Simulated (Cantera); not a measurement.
Input (Python, Cantera):

```python
import numpy as np
import cantera as ct

gas = ct.Solution("gri30.yaml")
gas.TPX = 300, 1000000, {'CH3OH': 1, 'O2': 1.5, 'N2': 5.64}
flame = ct.FreeFlame(gas, width=0.008)
flame.set_refine_criteria(ratio=3, slope=0.08, curve=0.16)
flame.transport_model = "unity-Lewis-number"
flame.solve(loglevel=0, auto=True)
z, T = flame.grid, flame.T
thick = (T[-1] - T[0]) / np.gradient(T, z).max()
show = ['CH3OH', 'O2', 'CH2', 'H', 'CH3', 'NO2']
print(f"laminar burning velocity  {flame.velocity[0] * 100:.3f} cm/s")
print(f"burnt temperature         {T[-1]:.1f} K")
print(f"thermal thickness         {thick * 1e3:.4f} mm")
print(f"grid points               {len(z)}")
z0 = z[flame.heat_release_rate.argmax()]
print(f"{'z/mm':>9s}{'T/K':>9s}{'u/(m/s)':>9s}" + "".join(f"{s:>11s}" for s in show))
rows = []
for k in (-3, -2, -1.5, -1, -0.5, -0.25, 0, 0.25, 0.5, 1, 2, 4, 8):
    zz = z0 + k * thick
    rows.append([k * thick, np.interp(zz, z, T), np.interp(zz, z, flame.velocity),
                 *(np.interp(zz, z, flame.X[gas.species_index(s)]) for s in show)])
    print(f"{rows[-1][0] * 1e3:9.3f}{rows[-1][1]:9.1f}{rows[-1][2]:9.3f}" + "".join(f"{x:11.3e}" for x in rows[-1][3:]))
```

Output:

```
laminar burning velocity  20.746 cm/s
burnt temperature         2266.7 K
thermal thickness         0.0655 mm
grid points               126
     z/mm      T/K  u/(m/s)      CH3OH         O2        CH2          H        CH3        NO2
   -0.196    300.6    0.208  1.228e-01  1.842e-01 -1.761e-30  2.228e-22 -1.486e-16  3.437e-09
   -0.131    306.4    0.212  1.224e-01  1.837e-01  9.540e-27  5.456e-19  2.113e-15  3.579e-08
   -0.098    328.1    0.227  1.207e-01  1.818e-01  1.847e-24  6.299e-17  2.676e-14  1.576e-07
   -0.065    428.8    0.299  1.128e-01  1.729e-01  4.752e-21  3.456e-14  2.718e-12  7.093e-07
   -0.033    900.7    0.647  7.305e-02  1.277e-01  6.663e-15  3.849e-09  1.378e-08  2.728e-06
   -0.016   1324.5    0.981  3.532e-02  8.457e-02  1.686e-09  4.849e-06  1.365e-06  2.717e-06
    0.000   1783.7    1.357  1.827e-03  3.938e-02  2.805e-06  1.393e-03  4.873e-05  1.711e-07
    0.016   1985.8    1.497  8.437e-07  2.079e-02  1.390e-07  2.522e-03  1.941e-06  2.194e-08
    0.033   2074.5    1.553  5.044e-09  1.494e-02  5.327e-09  1.677e-03  6.665e-08  2.388e-08
    0.065   2153.5    1.602  1.571e-11  1.021e-02  1.934e-11  8.904e-04  2.378e-10  2.442e-08
    0.131   2208.8    1.636  9.341e-15  6.936e-03  1.162e-14  4.337e-04  1.378e-13  2.313e-08
    0.262   2242.7    1.657  2.238e-16  4.887e-03  1.026e-16  2.261e-04  8.435e-16  2.076e-08
    0.524   2259.5    1.667  9.802e-17  3.840e-03  2.864e-17  1.485e-04  3.120e-16  2.040e-08
```

Computed with Cantera and GRI-Mech 3.0 (53 species, 325 reactions). GRI-Mech 3.0 was tuned for natural gas; its chemistry of methanol as a main component is partial and can be far from experiment. Unity Lewis numbers drop preferential diffusion, which matters most where H2 and H carry the flame. Burning velocities carry a grid error of a few per cent, more on coarse grids.
